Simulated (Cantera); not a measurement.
Low-pressure radical oxidation in H2/O2

An isothermal, constant-pressure homogeneous reactor starts with H2 : O2 = 0.052 : 1 (molar parts), at 1250 K and 15.0 Torr.

Detailed kinetics in Cantera: GRI-Mech 3.0 (53 species, 325 reactions). Radical loss at walls, strong at low pressure, is not modelled. The temperature is held fixed by assumption; the heat of reaction is taken as removed at once.

```
t (s)         x H2   x O2    x H2O       x H      x OH
--------  --------  -----  -------  --------  --------
5.00e-5     0.0494  0.951  2.03e-9   4.94e-9   4.34e-9
0.000155    0.0494  0.951  4.26e-8   2.28e-8   3.28e-8
0.000482    0.0494  0.951  3.87e-6   1.20e-6   1.92e-6
0.00150    0.00792  0.919   0.0334   0.00932   0.00687
0.00464   0.000750  0.916   0.0441   0.00584   0.00373
0.0144    0.000506  0.928   0.0464   0.00310   0.00308
0.0447    0.000188  0.941   0.0490  0.000672   0.00189
0.139      3.42e-5  0.948   0.0502   5.16e-5  0.000809
0.431      4.70e-6  0.949   0.0505   2.64e-6  0.000301
1.34       7.33e-7  0.949   0.0506   1.65e-7  0.000120
4.15       1.46e-7  0.949   0.0507   1.48e-8   5.37e-5
12.9       3.70e-8  0.949   0.0507   1.90e-9   2.71e-5
40.0       1.49e-8  0.949   0.0507  4.88e-10   1.72e-5
```
x: mole fraction; the columns are a selection and need not sum to one.

Equilibrium at this temperature and pressure: H2 1.28e-8, O2 0.949, H2O 0.0507, H 3.89e-10, OH 1.59e-5 (gas phase only).
